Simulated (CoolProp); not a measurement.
CH3F (R41) along the isobar 0.0956 MPa: density (kg/m³) from the reference equation and from simpler models built on Tc = 317.3 K, pc = 5.906 MPa, ω = 0.200; each cubic takes its own stable root.

Values from CoolProp's reference Helmholtz-energy equation of state, Lemmon 2006. It is a short technical equation, of lower accuracy than the large ones.

```tsv
T (K)	phase	reference	van der Waals	Redlich-Kwong	Soave-Redlich-Kwong	Peng-Robinson
138.6	liquid	990.1	516.5	769.2	776.1	871.6
155.6	liquid	958.5	2.579	…	755.8	850.2
172.6	liquid	926.0	2.313	720.8	733.1	826.1
189.6	liquid	891.9	2.097	2.113	707.7	798.8
206.7	gas	…	…	…	1.931	1.933
223.7	gas	1.789	1.769	1.775	1.778	1.779
240.7	gas	1.653	1.641	1.646	1.647	1.648
257.7	gas	1.538	1.531	1.534	1.535	1.536
```

Problem. What belongs in the gaps?

Solution. 
- 155.6, Redlich-Kwong: 746.1
- 206.7, reference: 1.953
- 206.7, van der Waals: 1.918
- 206.7, Redlich-Kwong: 1.928

At some of these states van der Waals, Redlich-Kwong gives the other phase, because its saturation line lies elsewhere.
